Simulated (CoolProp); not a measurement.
Vapour-liquid equilibrium of CHF3 (R23) (1) + R227EA (2) at 3.57 kPa; x and y are mole fractions of (1).

The numbers come from the multi-fluid Helmholtz-energy mixture model, Penoncello 2003 and Lemmon 2016; pair parameters Bell 2016 in CoolProp.

```
x     bubble temperature, mixture model (K)  bubble temperature, Raoult's law (K)  y, mixture model  y, Raoult's law
----  -------------------------------------  ------------------------------------  ----------------  ---------------
0.05                                  179.0                                 181.9             0.855            0.806
0.2                                   160.9                                 165.4             0.985            0.974
0.35                                  155.1                                 159.0             0.995            0.991
0.5                                   152.4                                 155.1             0.997            0.996
0.65                                  150.9                                 152.4             0.998            0.998
0.8                                   149.8                                 150.4             0.999            0.999
0.95                                  148.6                                 148.7             1.000            1.000
```

The largest gap from Raoult's law is -4.5 K in bubble temperature, at x = 0.2. No azeotrope shows between x = 0.05 and 0.95.

Pair parameters are fitted to limited data, so mixtures are less certain than the pure fluids.
